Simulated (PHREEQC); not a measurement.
1.4 g of hydrous ferric oxide (600 m²/g; 0.2 weak and 0.005 strong sites per Fe, Dzombak-Morel constants, diffuse double layer) in 1 kg of water with 0.001 mol/kgw of an inert sodium salt and 0.0068 mol Ag2SO4 and 8.8e-05 mol NaF, at 25 °C; the pH is set by adding NaOH or the inert anion's acid. Oxygen alone is held at its pressure in air (log pO2 = -0.68). No CO2 enters from the air. Precipitation was switched off in this run.

Equilibrium calculation in PHREEQC: ion-association model, wateq4f.dat.

```csv
pH,S sorbed (%),Ag sorbed (%),F sorbed (%)
4,21.9,0.0,24.9
4.38,21.6,0.0,26.1
4.75,21.0,0.1,26.5
5.12,19.9,0.4,26.6
5.88,15.7,0.7,25.5
6.25,12.6,1.1,24.0
6.62,9.1,2.4,21.2
7,5.2,5.5,16.3
7.38,2.2,10.6,9.7
7.75,0.6,15.7,4.3
8.12,0.1,19.5,1.5
8.88,0.0,22.7,0.2
9.25,0.0,23.1,0.1
9.62,0.0,23.2,0.0
10,0.0,23.3,0.0
```

Along this series the solution becomes supersaturated in solids that the run did not let form, among them Ag2O.
